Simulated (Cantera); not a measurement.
Feed: 1 mol FeS2, 3.8 mol SO2, 0.15 mol H2O, equilibrated at 1148.15 K and 2700 Torr.

Cantera equilibrium calculation (NASA polynomials, part measured and part estimated; ideal gas, pure solids and liquids). Candidate condensed phases: Fe, FeO, Fe(OH)2, Fe(OH)3, FeS, FeSO4, FeS2, Fe2O3, Fe2(SO4)3, Fe3O4, H2O, H2SO4, S; 22 gas species. FeS: taken at fixed stoichiometry. Gases not in the tables: S3 to S7. The numbers say what is thermodynamically allowed, not how fast it happens.

Q: What is the equilibrium state?

A: 
```
Property                                   Value
-------------------------------------  ---------
x(SO2)                                     0.852
x(S2)                                      0.101
x(H2O)                                    0.0313
x(S2O)                                    0.0125
x(H2S)                                   0.00241
x(SO)                                   0.000165
x(H2)                                   0.000119
x(SH)                                    9.05e-6
n(FeS(s))                               1.00 mol
gas amount                             4.434 mol
log10 activity of S(l) (absent)            -0.92
log10 activity of Fe(α) (absent)           -3.81
log10 activity of Fe(OH)2(s) (absent)      -6.88
```
